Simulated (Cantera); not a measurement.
A closed system holds: 1 mol CHF3, 0.014 mol Si, a varied amount of H2, equilibrated at 18.0 Pa.

These are equilibrium values from Cantera (NASA tables, ideal gas, pure condensed phases), not measurements of a reactor. Candidate condensed phases: C, C6H6, C7H8, C8H18, Si, SiC; 113 gas species. The tables' values for SiF2, SiF3 are old estimates. Kinetics and transport are ignored.

Stable condensed phases, one row left out:

```
T in °C \ n(H2) in mol
         0.38  1.2  2.1  2.9  3.8  4.6  5.5  6.3  7.2    8  8.8  9.7   11
   2527     A    A    A    A    A    A    A    A    A    A    A    A    A
   2327     B    B    B    B    B    B    B    B    B    B    B    B    A
   2227     B    B    B    B    B    B    B    B    B    B    B    B    B
   2127     B    B    B    B    B    B    B    B    B    B    B    B    B
   2027     B    B    B    B    B    B    B    B    B    B    B    B    B
   1927     B    B    B    B    B    B    B    B    B    B    B    B    B
   1827     B    B    B    B    B    B    B    B    B    B    B    B    B
   1727     B    B    B    B    B    B    B    B    B    B    B    B    B
```

A: gas only; B: C.

Q: Give the row for 2427 °C.

A: 0.38: C; 1.2: C; 2.1: gas only; 2.9: gas only; 3.8: gas only; 4.6: gas only; 5.5: gas only; 6.3: gas only; 7.2: gas only; 8: gas only; 8.8: gas only; 9.7: gas only; 11: gas only.
